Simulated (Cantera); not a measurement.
**Catalytic stagnation flow on Pt**

A jet of 2.95 % CH4, 13.7 % O2, 83.3 % N2, equivalence ratio 0.43 at 300 K and 3500 Pa hits a platinum plate 6.5 cm away at a mass flux of 0.047 kg/m²/s; the plate temperature is set and raised in steps from an oxygen-covered start.

Cantera simulation using Deutschmann's 1995 Pt surface mechanism with GRI-Mech 3.0 gas chemistry; the numbers are that mechanism's predictions, not measurements. Catalytic surfaces can have several steady states; this one follows from the mechanism file's or the stated starting coverage.

```csv
plate T (K),wall x CH4,wall x O2,wall x H2O,wall x OH,wall x CO,wall x CO2,θ free Pt,θ O*
900,0.0210,0.119,0.0159,3.65e-8,8.98e-6,0.0104,0.245,0.754
950,0.0172,0.111,0.0230,1.19e-7,1.02e-5,0.0152,0.320,0.679
1000,0.0138,0.104,0.0292,3.31e-7,1.13e-5,0.0192,0.395,0.604
1050,0.0112,0.0981,0.0340,8.11e-7,1.23e-5,0.0224,0.469,0.530
1100,0.00924,0.0940,0.0375,1.79e-6,1.36e-5,0.0248,0.540,0.460
1150,0.00779,0.0910,0.0401,3.60e-6,1.53e-5,0.0265,0.605,0.394
1200,0.00672,0.0888,0.0419,6.75e-6,1.76e-5,0.0277,0.666,0.334
1250,0.00593,0.0873,0.0432,1.19e-5,2.06e-5,0.0286,0.720,0.279
```
x: mole fraction at the wall; θ: surface coverage.
